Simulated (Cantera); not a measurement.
Input: 1 mol SiHCl3, 0.0063 mol C3H8, a varied amount of H2, equilibrated at 1025 K and 39.0 mbar.

Cantera equilibrium calculation (NASA polynomials, part measured and part estimated; ideal gas, pure solids and liquids). Candidate condensed phases: C, C6H6, C7H8, C8H18, Si, SiC; 109 gas species. Mutual solubility and eutectic melting of coexisting phases are not modelled. The tables' values for SiCl3 are old estimates; treat these amounts as uncertain. Equilibrium is a limit: real reactors are often held back by kinetics, nucleation or transport.

x: gas mole fraction; n: condensed amount in mol.

| n(H2) (mol) | x H2 | x SiCl4 | x SiHCl3 | x HCl | x SiCl3 | n Si(s) | n SiC(s) |
|---|---|---|---|---|---|---|---|
| 1.1 | 0.644 | 0.268 | 0.0431 | 0.0344 | 0.00648 | 0.217 | 0.0189 |
| 2.1 | ? | ? | ? | 0.0335 | 0.00485 | 0.220 | 0.0189 |
| 4.3 | 0.835 | 0.104 | 0.0242 | 0.0309 | 0.00320 | 0.228 | 0.0189 |
| 8.4 | 0.897 | 0.0560 | 0.0158 | 0.0274 | 0.00200 | 0.245 | 0.0189 |
| 17 | 0.938 | 0.0266 | 0.00921 | 0.0233 | 0.00115 | 0.278 | 0.0189 |
| 33 | 0.962 | 0.0121 | 0.00517 | 0.0194 | 0.000636 | 0.332 | 0.0189 |
| 65 | 0.976 | 0.00488 | 0.00263 | 0.0155 | 0.000321 | 0.420 | 0.0188 |
| 130 | 0.985 | 0.00160 | 0.00115 | 0.0118 | 0.000139 | 0.555 | 0.0187 |
| 260 | 0.991 | 0.000381 | 0.000392 | 0.00828 | 4.75e-5 | 0.722 | 0.0185 |
| 510 | 0.995 | ? | ? | ? | 1.15e-5 | ? | 0.0182 |
| 1000 | 0.997 | 5.48e-6 | 1.63e-5 | 0.00288 | 1.97e-6 | 0.938 | 0.0175 |
| 2000 | 0.999 | 3.82e-7 | 2.22e-6 | 0.00148 | 2.67e-7 | 0.967 | 0.0161 |

Some entries are withheld; supply them.


- 2.1, x H2: 0.742
- 2.1, x SiCl4: 0.182
- 2.1, x SiHCl3: 0.0347
- 510, x SiCl4: 5.78e-5
- 510, x SiHCl3: 9.55e-5
- 510, x HCl: 0.00518
- 510, n Si(s): 0.863
